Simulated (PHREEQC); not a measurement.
Make-up at 54 °C: 2.6e-05 mol NH4HS, 0.00062 mol NaHCO3 and 0.001 mol FeCl2 per kg of water. Closed to the air; pH follows from the charge balance.

Computed with PHREEQC (ion-association model, wateq4f.dat).

```
Item                       Result
----------------  ---------------
pH                           7.30
ionic strength    0.00344 mol/kgw
total alkalinity     0.646 meq/kg
```

```
species  molality  activity   log γ
-------  --------  --------  ------
Cl-       0.00200   0.00187  -0.030
Fe+2     0.000906  0.000699  -0.113
Na+      0.000620  0.000580  -0.029
HCO3-    0.000523  0.000490  -0.029
CO2       4.79e-5   4.79e-5   0.000
FeHCO3+   3.66e-5   3.42e-5  -0.029
FeOH+     3.36e-5   3.14e-5  -0.029
NH4+      2.43e-5   2.28e-5  -0.029
FeCO3     1.12e-5   1.12e-5   0.000
Fe(HS)2   1.03e-5   1.03e-5   0.000
HS-       4.36e-6   4.08e-6  -0.030
FeCl+     1.92e-6   1.80e-6  -0.029
NH3       1.65e-6   1.65e-6   0.000
OH-       1.41e-6   1.32e-6  -0.030
H2S       9.40e-7   9.41e-7   0.000
CO3-2     8.71e-7   6.69e-7  -0.114
```

Precipitation was switched off in this run. The solution is supersaturated, for example in Siderite, so a real one may precipitate; this is no full list. Species that the database lacks are ignored. Away from 25 °C the constants follow the database's enthalpies or fits; those with neither stay at their 25 °C values. The polysulfide entries of wateq4f.dat were taken out for this run.
